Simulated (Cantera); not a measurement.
Input: 1 mol CH2F2, 0.1 mol F2, 1 mol H2, equilibrated at 0.920 bar.

These are equilibrium values from Cantera (NASA tables, ideal gas, pure condensed phases), not measurements of a reactor. Candidate condensed phases: C, C6H6, C7H8, C8H18; 110 gas species. Ions and electrons are included (thermal ionisation). Kinetics and transport are ignored. All values below are at 5000 K.

Base state: H 0.532, F 0.266, C 0.119, HF 0.0568, C2 0.00864, CF 0.00832, H2 0.00630, C3 0.00153 (mole fractions); condensed: gas only.

Task: What changes in the equilibrium state with this change: H2 from 1 to 0.32 mol?

Result: 
| species | before | after |
|---|---|---|
| H | 0.532 | 0.427 |
| F | 0.266 | 0.341 |
| C | 0.119 | 0.141 |
| CF | 0.00832 | 0.0126 |
| C2 | 0.00864 | 0.0122 |
| HF | 0.0568 | 0.0584 |
| CF2 | 2.40e-5 | 4.67e-5 |
| C3 | 0.00153 | 0.00256 |
| H2 | 0.00630 | 0.00406 |
| CF+ | 3.30e-5 | 4.24e-5 |
